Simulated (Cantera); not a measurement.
A freely propagating, adiabatic, planar premixed flame of 7.37 % C2H4, 22.5 % O2, 67.6 % N2, 2.43 % H2O, unburnt at 700 K and 5.00 bar; multicomponent+Soret transport, grid criteria slope 0.08 and curve 0.16, no radiation.

Model: GRI-Mech 3.0 (53 species, 325 reactions), integrated in Cantera. GRI-Mech 3.0 was tuned for natural gas; its chemistry of ethylene as a main component is partial and can be far from experiment. Burning velocities carry a grid error of a few per cent, more on coarse grids.

x: mole fraction of selected species; z is measured from the peak of heat release.

| z (mm) | T (K) | u (m/s) | x C2H4 | x O2 | x H2O | x CH2 | x C2H2 | x NO |
|---|---|---|---|---|---|---|---|---|
| -0.136 | 700 | 3.27 | 0.0737 | 0.225 | 0.0243 | <1e-8 | <1e-8 | <1e-8 |
| -0.0908 | 700 | 3.28 | 0.0736 | 0.225 | 0.0243 | <1e-8 | 1.07e-7 | <1e-8 |
| -0.0681 | 701 | 3.28 | 0.0736 | 0.225 | 0.0245 | <1e-8 | 6.29e-7 | <1e-8 |
| -0.0454 | 713 | 3.35 | 0.0732 | 0.224 | 0.0255 | <1e-8 | 8.32e-6 | 1.20e-8 |
| -0.0227 | 919 | 4.37 | 0.0652 | 0.205 | 0.0406 | 5.08e-7 | 0.000274 | 3.73e-7 |
| -0.0113 | 1341 | 6.50 | 0.0418 | 0.163 | 0.0704 | 1.87e-5 | 0.00133 | 1.93e-6 |
| 0 | 1806 | 8.95 | 0.0127 | 0.111 | 0.105 | 9.90e-5 | 0.00287 | 6.34e-6 |
| 0.0113 | 2087 | 10.5 | 0.00140 | 0.0735 | 0.126 | 0.000111 | 0.00132 | 1.51e-5 |
| 0.0227 | 2199 | 11.0 | … | … | 0.134 | … | … | … |
| 0.0454 | 2291 | 11.4 | 5.93e-8 | 0.0415 | 0.135 | 2.26e-7 | 3.40e-7 | 4.11e-5 |
| 0.0908 | 2403 | 11.8 | <1e-8 | … | 0.137 | <1e-8 | <1e-8 | … |
| 0.182 | 2524 | 12.3 | <1e-8 | 0.0292 | 0.142 | <1e-8 | <1e-8 | 0.000123 |
| 0.363 | 2631 | 12.7 | <1e-8 | 0.0251 | 0.148 | <1e-8 | <1e-8 | 0.000237 |

Task: What belongs in the gaps?

Result: 
- 0.0227, x C2H4: 6.41e-5
- 0.0227, x O2: 0.0548
- 0.0227, x CH2: 2.47e-5
- 0.0227, x C2H2: 0.000141
- 0.0227, x NO: 2.52e-5
- 0.0908, x O2: 0.0341
- 0.0908, x NO: 6.76e-5
